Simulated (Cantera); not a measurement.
## Thermodynamics of nitride etching, feed Si₃N₄ + HCl + N₂ + HF

Input: 1 mol Si₃N₄, 2.4 mol HCl, 1.9 mol N₂, 4.7 mol HF, held at 1050 K and 2.00 Pa.

Method: chemical equilibrium by Gibbs-energy minimisation in Cantera with the NASA 1993 tables (ideal gas, pure condensed phases). Candidate condensed phases: NH₄Cl, Si, Si₃N₄; 49 gas species. The tables' values for SiF₃, SiCl₃ are old estimates; treat these amounts as uncertain. Rates play no part.

```
Item                                  Value
--------------------------------  ---------
x(N₂)                                 0.313
x(H₂)                                 0.275
x(HCl)                                0.273
x(SiF₄)                               0.135
x(HF)                               0.00127
x(SiCl₄)                            0.00108
x(SiF₃)                            0.000716
x(SiCl₂)                           0.000399
x(SiCl₃)                           0.000154
n(Si₃N₄(s))                       0.604 mol
gas amount                        8.611 mol
log10 activity of Si(s) (absent)      -3.10
```
